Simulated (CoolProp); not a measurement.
Properties of oxygen along the isobar 11300 kPa.

Computed with CoolProp (reference Helmholtz-energy equation of state, Schmidt 1985). Above 300 K oxygen's equation is extrapolated.

```csv
T (K),phase,density (kg/m³),Joule-Thomson coefficient (K/MPa),isothermal compressibility (1/MPa),fugacity coefficient
139.5,liquid,905.2,0.01001,0.007511,0.2401
186.8,supercritical,421.5,2.809,0.1179,0.6326
234.1,supercritical,224.2,2.880,0.1009,0.8278
281.4,supercritical,166.6,___,___,0.9186
328.7,supercritical,135.8,1.629,0.08907,0.9665
376,supercritical,115.7,1.222,0.08743,0.9936
423.3,supercritical,101.4,0.9111,0.08655,1.010
470.6,supercritical,90.42,___,0.08606,1.019
```

### Question
Fill in the missing entries.

### Answer

- 281.4, Joule-Thomson coefficient (K/MPa): 2.173
- 281.4, isothermal compressibility (1/MPa): 0.09244
- 470.6, Joule-Thomson coefficient (K/MPa): 0.6690
